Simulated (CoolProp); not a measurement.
A single-stage vapour-compression cycle with R410A: evaporating at 211.15 K (dew point), condensing at 251.15 K (bubble point), superheat 2 K, subcooling 0 K, compressor efficiency 0.7, no pressure losses. Each further row changes one setting.

The numbers come from the reference Helmholtz-energy equation of state, Lemmon 2003 in CoolProp. It is a pseudo-pure fit of the blend.

```csv
case,cooling COP,pressure ratio,discharge temperature (K),refrigerating effect (kJ/kg),volumetric capacity (kJ/m³)
as stated,3.11,6.50,313.2,228,549
evaporating temperature 216.15 K,?,?,303.5,230,721
condensing temperature 246.15 K,?,?,302.2,235,566
subcooling 5 K,3.20,6.50,313.2,235,566
superheat 12 K,?,6.50,?,235,538
compressor efficiency 0.6,2.66,6.50,327.0,228,549
```

**Question.** What belongs in the gaps?

**Answer.** 
- evaporating temperature 216.15 K, cooling COP: 3.72
- evaporating temperature 216.15 K, pressure ratio: 4.92
- condensing temperature 246.15 K, cooling COP: 3.63
- condensing temperature 246.15 K, pressure ratio: 5.34
- superheat 12 K, cooling COP: 3.05
- superheat 12 K, discharge temperature (K): 325.9
